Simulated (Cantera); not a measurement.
Feed: 1 mol HF, 0.031 mol SO₂, 0.13 mol H₂, held at 3225 K and 1.65 Torr.

Method: chemical equilibrium by Gibbs-energy minimisation in Cantera with the NASA 1993 tables (ideal gas, pure condensed phases). The numbers say what is thermodynamically allowed, not how fast it happens.

| species | before | after |
|---|---|---|
| F | 0.264 | 0.812 |
| S | 0.0167 | 0.143 |
| HF | 0.283 | 0.0249 |
| H | 0.398 | 0.0114 |
| O | 0.0331 | 0.00825 |
| H₂O | 1.34e-5 | 2.72e-9 |
| H₂ | 0.00386 | 3.15e-6 |
| OH | 0.000537 | 3.82e-6 |
| S₂ | 2.83e-6 | 0.000206 |
| SF | 5.27e-6 | 0.000138 |
| O₂ | 4.47e-5 | 2.77e-6 |
Gas species are given as mole fractions.

### Question
Name the change that produced these shifts.
(A) temperature from 3225 K to 648.15 K
(B) SO₂ from 0.031 to 0.13 mol
(C) temperature from 3225 K to 2273 K
(D) HF replaced by SF₆

### Answer
D, HF replaced by SF₆
